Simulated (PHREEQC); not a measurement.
FeCl3 is added in steps, without added water, to 1 kg of water holding 29 mmol/kgw Fe(NO3)3, 2 mmol/kgw Ba(OH)2 and 95 mmol/kgw Mg(NO3)2, at 25 °C. Oxygen is held at 0.21 atm. The system is closed to CO2. Solids allowed: Fe(OH)3(a). Others were left out.

Base run: PHREEQC, ion-association model, phreeqc.dat. Each further column changes one thing. The table gives pH.

```json
[
 {"FeCl3 added (mol)": "0", "base": "2.07", "Fe(NO3)3 from 0.029 to 0.0029 mol/kgw": "3.17", "Mg(NO3)2 replaced by HNO3 at the same molality": "1.14", "0.076 mol/kgw LiCl added": "2.18", "no solid may form": "2.07"},
 {"FeCl3 added (mol)": "0.0525", "base": "1.93", "Fe(NO3)3 from 0.029 to 0.0029 mol/kgw": "2.03", "Mg(NO3)2 replaced by HNO3 at the same molality": "1.15", "0.076 mol/kgw LiCl added": "2.01", "no solid may form": "1.93"},
 {"FeCl3 added (mol)": "0.105", "base": "1.93", "Fe(NO3)3 from 0.029 to 0.0029 mol/kgw": "1.98", "Mg(NO3)2 replaced by HNO3 at the same molality": "1.15", "0.076 mol/kgw LiCl added": "2.00", "no solid may form": "1.93"},
 {"FeCl3 added (mol)": "0.1575", "base": "1.96", "Fe(NO3)3 from 0.029 to 0.0029 mol/kgw": "1.98", "Mg(NO3)2 replaced by HNO3 at the same molality": "1.15", "0.076 mol/kgw LiCl added": "2.01", "no solid may form": "1.96"},
 {"FeCl3 added (mol)": "0.21", "base": "1.98", "Fe(NO3)3 from 0.029 to 0.0029 mol/kgw": "2.00", "Mg(NO3)2 replaced by HNO3 at the same molality": "1.16", "0.076 mol/kgw LiCl added": "2.03", "no solid may form": "1.98"},
 {"FeCl3 added (mol)": "0.2625", "base": "2.01", "Fe(NO3)3 from 0.029 to 0.0029 mol/kgw": "2.03", "Mg(NO3)2 replaced by HNO3 at the same molality": "1.16", "0.076 mol/kgw LiCl added": "2.05", "no solid may form": "2.01"},
 {"FeCl3 added (mol)": "0.315", "base": "2.03", "Fe(NO3)3 from 0.029 to 0.0029 mol/kgw": "2.05", "Mg(NO3)2 replaced by HNO3 at the same molality": "1.16", "0.076 mol/kgw LiCl added": "2.07", "no solid may form": "2.03"},
 {"FeCl3 added (mol)": "0.3675", "base": "2.05", "Fe(NO3)3 from 0.029 to 0.0029 mol/kgw": "2.07", "Mg(NO3)2 replaced by HNO3 at the same molality": "1.16", "0.076 mol/kgw LiCl added": "2.08", "no solid may form": "2.05"},
 {"FeCl3 added (mol)": "0.42", "base": "2.06", "Fe(NO3)3 from 0.029 to 0.0029 mol/kgw": "2.08", "Mg(NO3)2 replaced by HNO3 at the same molality": "1.17", "0.076 mol/kgw LiCl added": "2.09", "no solid may form": "2.06"}
]
```

The ionic strength passes 0.7 mol/kgw, the rough limit of the ion-association models, in part of: base; Fe(NO3)3 from 0.029 to 0.0029 mol/kgw; Mg(NO3)2 replaced by HNO3 at the same molality; 0.076 mol/kgw LiCl added; no solid may form.
